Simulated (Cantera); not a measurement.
A perfectly stirred reactor is fed with H2 : O2 : N2 = 0.051 : 1 : 0.43 (molar parts), equivalence ratio 0.025, at 2.55 Torr; it is held at 1350 K, and followed from long to short residence time.

Computed with Cantera and the H2/O2 subset of GRI-Mech 3.0, which has no nitrogen chemistry. Radical loss at walls, strong at low pressure, is not modelled. The temperature is held fixed by assumption; the heat of reaction is taken as removed at once.

Q: What does this change do: temperature 1350 to 950 K?

A: 
| quantity | before | after |
|---|---|---|
| x(H2) at τ = 0.420 s | 0.000565 | 0.00137 |
| x(O2) at τ = 0.420 s | 0.650 | 0.663 |
| x(H2O) at τ = 0.420 s | 0.0307 | 0.0314 |
| x(HO2) at τ = 0.420 s | 3.40e-7 | 1.35e-6 |
| x(OH) at τ = 0.420 s | 0.00338 | 0.000813 |
| x(H2) at τ = 29.0 ms | 0.00167 | 0.00794 |
| x(O2) at τ = 29.0 ms | 0.648 | 0.661 |
| x(H2O) at τ = 29.0 ms | 0.0284 | 0.0214 |
| x(HO2) at τ = 29.0 ms | 3.81e-7 | 1.49e-6 |
| x(OH) at τ = 29.0 ms | 0.00422 | 0.00158 |

Q: What does this change do: temperature 1350 to 1225 K?

A: 
| quantity | before | after |
|---|---|---|
| x(H2) at τ = 0.420 s | 0.000565 | 0.000594 |
| x(O2) at τ = 0.420 s | 0.650 | 0.653 |
| x(H2O) at τ = 0.420 s | 0.0307 | 0.0311 |
| x(HO2) at τ = 0.420 s | 3.40e-7 | 5.00e-7 |
| x(OH) at τ = 0.420 s | 0.00338 | 0.00233 |
| x(H2) at τ = 29.0 ms | 0.00167 | 0.00235 |
| x(O2) at τ = 29.0 ms | 0.648 | 0.650 |
| x(H2O) at τ = 29.0 ms | 0.0284 | 0.0275 |
| x(HO2) at τ = 29.0 ms | 3.81e-7 | 5.78e-7 |
| x(OH) at τ = 29.0 ms | 0.00422 | 0.00332 |
